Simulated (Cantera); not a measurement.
An adiabatic, constant-pressure homogeneous reactor starts with 23.9 % H₂, 15.5 % O₂, 58.3 % N₂, 2.36 % H₂O, equivalence ratio 0.77, at 1648 K and 0.440 bar.

Model: GRI-Mech 3.0 (53 species, 325 reactions), integrated in Cantera.

Question: Predict: time of steepest temperature rise; temperature at 0.100 s; equilibrium temperature; x(H₂) at 0.100 s; x(O₂) at 0.100 s; x(H₂O) at 0.100 s; x(HO₂) at 0.100 s; x(O) at 0.100 s; x(NO) at 0.100 s.

Answer: 
* **time of steepest temperature rise**: 19.3 µs
* **temperature at 0.100 s**: 2724 K
* **equilibrium temperature**: 2724 K
* **x(H₂) at 0.100 s**: 0.0294 (gas-phase equilibrium 0.0294)
* **x(O₂) at 0.100 s**: 0.0371 (gas-phase equilibrium 0.0371)
* **x(H₂O) at 0.100 s**: 0.232 (gas-phase equilibrium 0.232)
* **x(HO₂) at 0.100 s**: 8.23e-6 (gas-phase equilibrium 8.23e-6)
* **x(O) at 0.100 s**: 0.0116 (gas-phase equilibrium 0.0116)
* **x(NO) at 0.100 s**: 0.0124 (gas-phase equilibrium 0.0124)
